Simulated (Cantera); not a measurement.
An adiabatic, constant-volume homogeneous reactor starts with CH₃OH : O₂ : N₂ : H₂O = 1 : 0.6 : 2.26 : 0.26 (molar parts), equivalence ratio 2.5, at 1348 K and 10500 Torr.

Cantera simulation using GRI-Mech 3.0 (53 species, 325 reactions); the numbers are that mechanism's predictions, not measurements. GRI-Mech 3.0 was tuned for natural gas; its chemistry of methanol as a main component is partial and can be far from experiment. The pressure lies above the range GRI-Mech 3.0 was tuned for (to about 10 atm).

Problem. Predict: time of steepest temperature rise; temperature at 0.100 s; equilibrium temperature; x(O₂) at 0.100 s; x(H₂O) at 0.100 s; x(H) at 0.100 s; x(HCN) at 0.100 s; x(H₂) at 0.100 s.

Solution. time of steepest temperature rise: 89.3 µs
temperature at 0.100 s: 2565 K
equilibrium temperature: 2565 K
x(O₂) at 0.100 s: 3.26e-6 (gas-phase equilibrium 3.26e-6)
x(H₂O) at 0.100 s: 0.232 (gas-phase equilibrium 0.232)
x(H) at 0.100 s: 0.00234 (gas-phase equilibrium 0.00234)
x(HCN) at 0.100 s: 2.25e-6 (gas-phase equilibrium 2.25e-6)
x(H₂) at 0.100 s: 0.175 (gas-phase equilibrium 0.175)
